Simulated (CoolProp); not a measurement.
The numbers come from the reference Helmholtz-energy equation of state, Wu 2011 in CoolProp.

**Question.** For dimethyl ether, give the phase and the density (kg/m³), fugacity coefficient at 344.1 K and 0.717 MPa.

**Answer.** 
- 344.1 K and 0.717 MPa: gas; density 12.6, fugacity coefficient 0.922
